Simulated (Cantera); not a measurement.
Charge: 1 mol TiO2, 2300 mol H2, 14 mol N2, equilibrated at 1100 Pa.

Method: chemical equilibrium by Gibbs-energy minimisation in Cantera with the NASA 1993 tables (ideal gas, pure condensed phases). Candidate condensed phases: H2O, Ti, TiN, TiO, TiO2, Ti2O3, Ti3O5, Ti4O7; 27 gas species. Mutual solubility and eutectic melting of coexisting phases are not modelled. The numbers say what is thermodynamically allowed, not how fast it happens.

Problem. Which condensed phases are stable at each of these points (T (K)): 1400, 1450, 1500, 1550, 1600, 1650, 1700?

Solution. 
| T (K) | condensed phases | Ti condensed (%) |
|---|---|---|
| 1400 | Ti2O3(s) + Ti3O5(s) | 100.0 |
| 1450 | Ti2O3(s) | 100.0 |
| 1500 | Ti2O3(s) | 100.0 |
| 1550 | Ti2O3(s) | 100.0 |
| 1600 | Ti2O3(s) | 100.0 |
| 1650 | Ti2O3(s) | 100.0 |
| 1700 | Ti2O3(s) | 100.0 |

At 1400 K the condensed part is Ti2O3(s) + Ti3O5(s). From 1450 K to 1700 K the condensed part is Ti2O3(s).
